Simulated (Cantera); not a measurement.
# Equilibrium for silicon carbide growth: SiH2Cl2 + C2H4 + H2

Charge: 1 mol SiH2Cl2, 0.027 mol C2H4, 41 mol H2, equilibrated at 13.3 mbar.

These are equilibrium values from Cantera (NASA tables, ideal gas, pure condensed phases), not measurements of a reactor. Candidate condensed phases: C, C6H6, C7H8, C8H18, Si, SiC; 109 gas species. Mutual solubility and eutectic melting of coexisting phases are not modelled. The tables' values for SiCl, SiCl3 are old estimates; treat these amounts as uncertain. Gases not in the tables: Si2H6 and higher silanes. Equilibrium is a limit: real reactors are often held back by kinetics, nucleation or transport.

| T (K) | log p H2 | log p H | log p HCl | log p Si | log p SiCl2 | log p Cl | n Si(s) | n SiC(s) | n Si(l) |
|---|---|---|---|---|---|---|---|---|---|
| 1198 | -1.89 | -7.67 | -3.32 | -11.89 | -4.37 | -9.15 | 0.758 | 0.0540 | 0 |
| 1298 | -1.89 | -6.92 | -3.30 | -10.39 | -4.28 | -8.40 | 0.763 | 0.0540 | 0 |
| 1398 | -1.89 | -6.27 | -3.30 | -9.11 | -4.24 | -7.76 | 0.755 | 0.0540 | 0 |
| 1498 | -1.89 | -5.71 | -3.31 | -8.00 | -4.21 | -7.22 | 0.745 | 0.0540 | 0 |
| 1598 | -1.89 | -5.22 | -3.31 | -7.03 | -4.19 | -6.74 | 0.736 | 0.0540 | 0 |
| 1698 | -1.89 | -4.79 | -3.31 | -6.18 | -4.18 | -6.32 | 0 | 0.0540 | 0.727 |
| 1798 | -1.90 | -4.40 | -3.30 | -5.51 | -4.22 | -5.93 | 0 | 0.0539 | 0.735 |
| 1898 | -1.90 | -4.06 | -3.30 | -4.91 | -4.27 | -5.58 | 0 | 0.0533 | 0.714 |
| 1998 | -1.90 | -3.75 | -3.30 | -4.37 | -4.31 | -5.27 | 0 | 0.0500 | 0.607 |
| 2098 | -1.91 | -3.47 | -3.30 | -3.88 | -4.37 | -4.99 | 0 | 0.0354 | 0.270 |
| 2198 | -1.92 | -3.22 | -3.29 | -3.67 | -4.60 | -4.72 | 0 | 0.000653 | 0 |
log p: log10 of the partial pressure in bar; n: condensed amount in mol.

From 1198 K to 1598 K the condensed part is Si(s) + SiC(s). From 1698 K to 2098 K the condensed part is Si(l) + SiC(s). At 2198 K the condensed part is SiC(s). The main Si-bearing gas is SiCl2 at 1198 K and Si at 2198 K. The share of Si in condensed phases is highest at 1298 K (81.7 %) and lowest at 2198 K (0.1 %).
